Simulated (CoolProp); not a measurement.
Saturation properties of n-perfluorohexane.

Model: reference Helmholtz-energy equation of state, Gao 2022, in CoolProp.

| T (K) | p (kPa) | liquid density (kg/m³) | vapour density (kg/m³) | enthalpy of vaporisation (kJ/kg) |
|---|---|---|---|---|
| 249.3 | 1.994 | 1813 | 0.3262 | 105.2 |
| 262.6 | 4.712 | 1776 | 0.7340 | 102.0 |
| 275.8 | 9.980 | 1740 | 1.487 | 98.72 |
| 289 | 19.39 | 1702 | 2.778 | 95.44 |
| 302.2 | 35.01 | 1664 | 4.847 | 92.07 |
| 315.5 | 59.66 | 1624 | 8.026 | 88.56 |
| 328.7 | 96.03 | 1583 | 12.64 | 84.92 |
| 341.9 | 147.8 | 1540 | 19.15 | 81.07 |
| 355.1 | 218.8 | 1495 | 28.15 | 76.95 |
| 368.4 | 314.3 | 1445 | 40.52 | 72.44 |
| 381.6 | 437.5 | 1391 | 57.15 | 67.50 |
| 394.8 | 594.5 | 1329 | 79.84 | 61.92 |
| 408 | 791.5 | 1258 | 111.5 | 55.42 |

It boils at 330.3 K under 1 atm.
